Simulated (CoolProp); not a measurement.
C3F8 (R218) at 403.4 K and 8.33 MPa is throttled through a valve to 0.787 MPa with no heat exchange. Each further row changes one setting.

The numbers come from the reference Helmholtz-energy equation of state, Lemmon 2006 in CoolProp. It is a short technical equation, of lower accuracy than the large ones.

| case | temperature change (K) | final density (kg/m³) |
|---|---|---|
| as stated | ___ | ___ |
| outlet pressure 0.236 MPa | ___ | ___ |
| outlet pressure 1.02 MPa | ___ | ___ |

**Question.** Some entries are withheld; supply them.

**Answer.** 
- as stated, temperature change (K): -50.6
- as stated, final density (kg/m³): 55.9
- outlet pressure 0.236 MPa, temperature change (K): -55.1
- outlet pressure 0.236 MPa, final density (kg/m³): 15.8
- outlet pressure 1.02 MPa, temperature change (K): -48.6
- outlet pressure 1.02 MPa, final density (kg/m³): 74.5
